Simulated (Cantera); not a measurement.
Charge: 1 mol NiS, 8.8 mol H2, held at 625 K and 1.20 Torr.

Cantera equilibrium calculation (NASA polynomials, part measured and part estimated; ideal gas, pure solids and liquids). Candidate condensed phases: Ni, NiS, NiS2, Ni3S2, Ni3S4, S; 9 gas species. Kinetics and transport are ignored.

Task: What is the equilibrium state?

Result: 
| Item | Result |
|---|---|
| x(H2) | 0.962 |
| x(H2S) | 0.0379 |
| n(Ni3S2(s)) | 0.333 mol |
| gas amount | 8.800 mol |
| log10 activity of NiS(s) (absent) | -0.52 |
| log10 activity of Ni(s) (absent) | -2.21 |
| log10 activity of NiS2(s) (absent) | -2.75 |
